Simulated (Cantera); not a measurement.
A closed system holds: 1 mol C2H5OH, 0.023 mol CO2, a varied amount of N2, equilibrated at 2425 °C and 8800 Pa.

Cantera equilibrium calculation (NASA polynomials, part measured and part estimated; ideal gas, pure solids and liquids). Candidate condensed phases: C, C6H6, C7H8, C8H18, H2O; 136 gas species. Kinetics and transport are ignored.

**Question.** Which condensed phases are stable at each of these points (n(N2) (mol)): 0.53, 0.92, 1.6, 2.8, 4.8, 8.3, 14, 25, 43?

**Answer.** 
```tsv
n(N2) (mol)	condensed phases	C condensed (%)
0.53	C(graphite)	35.1
0.92	C(graphite)	32.8
1.6	C(graphite)	29.9
2.8	C(graphite)	26.0
4.8	C(graphite)	21.3
8.3	C(graphite)	15.2
14	C(graphite)	8.0
25	gas only	0.0
43	gas only	0.0
```

From 0.53 mol N2 to 14 mol N2 the condensed part is C(graphite). From 25 mol N2 to 43 mol N2 nothing is condensed.
